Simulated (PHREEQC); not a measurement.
Ca(OH)2 is added in steps, without added water, to 1 kg of water holding 0.011 mol/kgw Cu(NO3)2, 0.00048 mol/kgw H2SO4 and 0.00029 mol/kgw H3BO3, at 25 °C. Oxygen alone is held at its pressure in air (log pO2 = -0.68). The system is closed to CO2. Nothing may precipitate in this run.

Base run: PHREEQC, ion-association model, wateq4f.dat. Each further column changes one thing. The table gives pH.

```tsv
Ca(OH)2 added (mol)	base	H2SO4 from 0.00048 to 0.00072 mol/kgw	diluted 5-fold with water	H2SO4 from 0.00048 to 0.00024 mol/kgw	solids may form
0	3.08	2.91	3.75	3.38	3.08
0.0015	5.85	5.77	7.17	5.91	4.81
0.00225	6.04	5.99	8.12	6.09	5.22
0.00375	6.37	6.32	11.38	6.42	5.30
0.00525	6.76	6.69	11.68	6.83	5.41
0.006	6.99	6.92	11.78	7.06	5.48
0.0075	7.43	7.37	11.92	7.48	5.71
0.009	7.77	7.72	12.02	7.82	6.24
0.00975	7.93	7.88	12.06	7.99	6.27
0.01125	8.49	8.33	12.13	8.89	7.56
0.01275	11.20	11.10	12.19	11.29	11.23
0.0135	11.42	11.36	12.22	11.47	11.45
0.015	11.67	11.63	12.27	11.69	11.70
```

In at least one series the solution becomes supersaturated in solids that the run did not let form, among them Cu(OH)2, Brochantite, Antlerite, Cu2(OH)3NO3. The database's constant for dissolved Cu(OH)2 is higher than later reviews accept. Solids allowed in the column 'solids may form': Gypsum, Portlandite, Cu(OH)2, Brochantite, Antlerite, Cu2(OH)3NO3, Chalcanthite.
